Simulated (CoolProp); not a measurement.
Vapour-liquid equilibrium of R125 (1) + R115 (2) at -57.55 °C; x and y are mole fractions of (1).

Model: multi-fluid Helmholtz-energy mixture model, Lemmon 2005 and Lemmon 2016; pair parameters Bell 2016, in CoolProp.

| x | bubble pressure (kPa) | y at the bubble point | dew pressure at overall composition x (kPa) | liquid density (mol/L) |
|---|---|---|---|---|
| 0.05 | 45.50 | 0.137 | 42.65 | 10.50 |
| 0.125 | 50.72 | 0.278 | 45.09 | 10.63 |
| 0.2 | 54.73 | 0.375 | 47.74 | 10.77 |
| 0.275 | 57.81 | 0.448 | 50.61 | 10.92 |
| 0.35 | 60.19 | 0.507 | 53.67 | ___ |
| 0.425 | 62.02 | 0.557 | 56.83 | 11.24 |
| 0.5 | 63.43 | 0.602 | 59.92 | 11.41 |
| 0.575 | 64.46 | 0.645 | 62.63 | 11.60 |
| 0.65 | 65.17 | 0.688 | 64.57 | ___ |
| 0.725 | 65.52 | 0.735 | 65.48 | 12.01 |
| 0.8 | 65.47 | 0.788 | 65.40 | 12.23 |
| 0.875 | ___ | ___ | 64.56 | 12.46 |
| 0.95 | 63.59 | 0.931 | 63.23 | 12.71 |

**Question.** Some entries are withheld; supply them.

**Answer.** 
- 0.35, liquid density (mol/L): 11.07
- 0.65, liquid density (mol/L): 11.80
- 0.875, bubble pressure (kPa): 64.90
- 0.875, y at the bubble point: 0.851

y crosses x between x = 0.725 and 0.8: the model has an azeotrope there.

The pair parameters rest on a limited set of measurements; away from them the model extrapolates.
